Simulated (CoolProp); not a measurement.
Aqueous calcium chloride as a coolant, 13 % by mass, freezing at -8.8 °C, 1 atm.

Computed with CoolProp (Melinder's fits for secondary coolants).

```tsv
T (°C)	cp (kJ/(kg K))	viscosity (mPa s)	Prandtl number	density (kg/m³)
-1.4	[?]	2.54	15.7	[?]
7.4	[?]	1.96	[?]	1115
16.2	3.438	[?]	9.31	1115
25	3.459	1.28	[?]	1113
33.8	[?]	1.07	[?]	1110
```

What belongs in the gaps?


- -1.4, cp (kJ/(kg K)): 3.396
- -1.4, density (kg/m³): 1117
- 7.4, cp (kJ/(kg K)): 3.417
- 7.4, Prandtl number: 11.9
- 16.2, viscosity (mPa s): 1.56
- 25, Prandtl number: 7.47
- 33.8, cp (kJ/(kg K)): 3.478
- 33.8, Prandtl number: 6.13
